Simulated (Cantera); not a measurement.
Input: 1 mol SiH2Cl2, 6.4 mol O2, equilibrated at 0.330 bar.

Method: chemical equilibrium by Gibbs-energy minimisation in Cantera with the NASA 1993 tables (ideal gas, pure condensed phases). Candidate condensed phases: H2O, Si, SiO2; 30 gas species. The tables hold silica as quartz up to 1696 K and as liquid above; real silica turns to tridymite and cristobalite and melts near 1996 K. Gases not in the tables: Si(OH)4. Equilibrium is a limit: real reactors are often held back by kinetics, nucleation or transport.

x: gas mole fraction; n: condensed amount in mol.

```csv
T (K),x O2,x HCl,x H2O,x Cl2,x Cl,x OH,x ClO,n SiO2(β-quartz),n SiO2(condensed)
873,0.719,0.119,0.0810,0.0810,2.20e-5,___,9.84e-7,1.00,0
973,0.721,0.147,0.0660,0.0659,0.000115,___,3.75e-6,1.00,0
1073,0.722,0.169,0.0541,0.0539,0.000435,___,1.10e-5,1.00,0
1173,0.723,0.186,0.0451,0.0444,0.00130,___,2.63e-5,1.00,0
1273,0.723,0.198,0.0384,0.0367,0.00324,___,5.44e-5,1.00,0
1373,0.723,0.207,0.0336,0.0301,0.00695,___,9.94e-5,1.00,0
1473,0.721,0.211,0.0307,0.0241,0.0131,___,0.000163,1.00,0
1573,0.717,0.212,0.0296,0.0185,0.0221,___,0.000242,1.00,0
1673,0.713,0.209,0.0301,0.0134,0.0335,___,0.000327,1.00,0
1773,0.708,0.203,0.0323,0.00919,0.0463,___,0.000409,0,1.00
```

Q: Some entries are withheld; supply them.

A: 
- 873, x OH: 1.08e-8
- 973, x OH: 9.75e-8
- 1073, x OH: 5.75e-7
- 1173, x OH: 2.48e-6
- 1273, x OH: 8.49e-6
- 1373, x OH: 2.44e-5
- 1473, x OH: 6.13e-5
- 1573, x OH: 0.000140
- 1673, x OH: 0.000297
- 1773, x OH: 0.000593
